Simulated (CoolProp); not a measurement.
R123 along the isobar 0.101 MPa: fugacity coefficient from the reference equation and from simpler models built on Tc = 456.8 K, pc = 3.662 MPa, ω = 0.282; each cubic takes its own stable root.

Computed with CoolProp (reference Helmholtz-energy equation of state, Younglove 1994). It is a modified Benedict-Webb-Rubin equation, recast in Helmholtz form.

```json
[
 {"T (K)": "264.7", "phase": "liquid", "reference": "0.2141", "van der Waals": "0.9713", "Redlich-Kwong": "0.5001", "Soave-Redlich-Kwong": "0.2136", "Peng-Robinson": "0.2202"},
 {"T (K)": "271.7", "phase": "liquid", "reference": "0.2978", "van der Waals": "0.9729", "Redlich-Kwong": "0.6597", "Soave-Redlich-Kwong": "0.2972", "Peng-Robinson": "0.3045"},
 {"T (K)": "278.7", "phase": "liquid", "reference": "0.4057", "van der Waals": "0.9744", "Redlich-Kwong": "0.8544", "Soave-Redlich-Kwong": "0.4053", "Peng-Robinson": "0.4128"},
 {"T (K)": "285.7", "phase": "liquid", "reference": "0.5421", "van der Waals": "0.9758", "Redlich-Kwong": "0.9658", "Soave-Redlich-Kwong": "0.5423", "Peng-Robinson": "0.5495"},
 {"T (K)": "292.7", "phase": "liquid", "reference": "0.7118", "van der Waals": "0.9770", "Redlich-Kwong": "0.9679", "Soave-Redlich-Kwong": "0.7132", "Peng-Robinson": "0.7192"},
 {"T (K)": "299.7", "phase": "liquid", "reference": "0.9195", "van der Waals": "0.9782", "Redlich-Kwong": "0.9699", "Soave-Redlich-Kwong": "0.9228", "Peng-Robinson": "0.9268"},
 {"T (K)": "306.7", "phase": "gas", "reference": "0.9615", "van der Waals": "0.9793", "Redlich-Kwong": "0.9717", "Soave-Redlich-Kwong": "0.9682", "Peng-Robinson": "0.9668"},
 {"T (K)": "313.7", "phase": "gas", "reference": "0.9645", "van der Waals": "0.9804", "Redlich-Kwong": "0.9734", "Soave-Redlich-Kwong": "0.9701", "Peng-Robinson": "0.9688"},
 {"T (K)": "320.7", "phase": "gas", "reference": "0.9672", "van der Waals": "0.9813", "Redlich-Kwong": "0.9749", "Soave-Redlich-Kwong": "0.9720", "Peng-Robinson": "0.9706"},
 {"T (K)": "327.7", "phase": "gas", "reference": "0.9697", "van der Waals": "0.9822", "Redlich-Kwong": "0.9763", "Soave-Redlich-Kwong": "0.9736", "Peng-Robinson": "0.9723"},
 {"T (K)": "334.7", "phase": "gas", "reference": "0.9719", "van der Waals": "0.9830", "Redlich-Kwong": "0.9776", "Soave-Redlich-Kwong": "0.9752", "Peng-Robinson": "0.9739"},
 {"T (K)": "341.7", "phase": "gas", "reference": "0.9738", "van der Waals": "0.9838", "Redlich-Kwong": "0.9789", "Soave-Redlich-Kwong": "0.9767", "Peng-Robinson": "0.9754"},
 {"T (K)": "348.7", "phase": "gas", "reference": "0.9756", "van der Waals": "0.9846", "Redlich-Kwong": "0.9800", "Soave-Redlich-Kwong": "0.9780", "Peng-Robinson": "0.9767"},
 {"T (K)": "355.7", "phase": "gas", "reference": "0.9773", "van der Waals": "0.9852", "Redlich-Kwong": "0.9811", "Soave-Redlich-Kwong": "0.9793", "Peng-Robinson": "0.9780"},
 {"T (K)": "362.7", "phase": "gas", "reference": "0.9788", "van der Waals": "0.9859", "Redlich-Kwong": "0.9821", "Soave-Redlich-Kwong": "0.9804", "Peng-Robinson": "0.9792"}
]
```

At some of these states van der Waals, Redlich-Kwong gives the other phase, because its saturation line lies elsewhere.
